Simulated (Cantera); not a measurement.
Gas mixture: CO2 : C2H6 = 0.56 : 0.5 (molar parts), at 2670 Pa, frozen composition.

Cantera's kinetic-theory transport with the Lennard-Jones parameters of GRI-Mech 3.0, ideal gas; thermal conductivity in the mixture-averaged form. The composition is frozen, though it would react at the higher temperatures.

D: mixture-averaged diffusion coefficient of that species in the mixture.

```json
[
 {"T (K)": "400", "ρ (kg/m³)": "0.0300", "cp (J/kg/K)": "1403", "μ (µPa s)": "16.2", "λ (mW/m/K)": "29.7", "Pr": "0.764", "D (cm²/s) H": "58.6", "D (cm²/s) N2": "9.82", "D (cm²/s) OH": "15.0"},
 {"T (K)": "600", "ρ (kg/m³)": "0.0200", "cp (J/kg/K)": "(withheld)", "μ (µPa s)": "(withheld)", "λ (mW/m/K)": "(withheld)", "Pr": "0.783", "D (cm²/s) H": "(withheld)", "D (cm²/s) N2": "(withheld)", "D (cm²/s) OH": "(withheld)"},
 {"T (K)": "800", "ρ (kg/m³)": "0.0150", "cp (J/kg/K)": "2086", "μ (µPa s)": "28.6", "λ (mW/m/K)": "75.1", "Pr": "0.795", "D (cm²/s) H": "200", "D (cm²/s) N2": "32.9", "D (cm²/s) OH": "50.0"},
 {"T (K)": "1000", "ρ (kg/m³)": "0.0120", "cp (J/kg/K)": "2313", "μ (µPa s)": "(withheld)", "λ (mW/m/K)": "(withheld)", "Pr": "0.806", "D (cm²/s) H": "(withheld)", "D (cm²/s) N2": "(withheld)", "D (cm²/s) OH": "(withheld)"},
 {"T (K)": "1200", "ρ (kg/m³)": "0.0100", "cp (J/kg/K)": "2480", "μ (µPa s)": "38.3", "λ (mW/m/K)": "117", "Pr": "0.813", "D (cm²/s) H": "400", "D (cm²/s) N2": "65.3", "D (cm²/s) OH": "98.8"},
 {"T (K)": "1400", "ρ (kg/m³)": "0.00857", "cp (J/kg/K)": "2610", "μ (µPa s)": "42.6", "λ (mW/m/K)": "136", "Pr": "0.818", "D (cm²/s) H": "518", "D (cm²/s) N2": "84.5", "D (cm²/s) OH": "128"},
 {"T (K)": "1600", "ρ (kg/m³)": "0.00750", "cp (J/kg/K)": "2710", "μ (µPa s)": "46.7", "λ (mW/m/K)": "154", "Pr": "0.821", "D (cm²/s) H": "648", "D (cm²/s) N2": "106", "D (cm²/s) OH": "160"}
]
```

Question: Fill in the missing entries.

Answer: 
- 600, cp (J/kg/K): 1795
- 600, μ (µPa s): 22.9
- 600, λ (mW/m/K): 52.5
- 600, D (cm²/s) H: 121
- 600, D (cm²/s) N2: 20.1
- 600, D (cm²/s) OH: 30.6
- 1000, μ (µPa s): 33.7
- 1000, λ (mW/m/K): 96.7
- 1000, D (cm²/s) H: 294
- 1000, D (cm²/s) N2: 48.0
- 1000, D (cm²/s) OH: 72.8
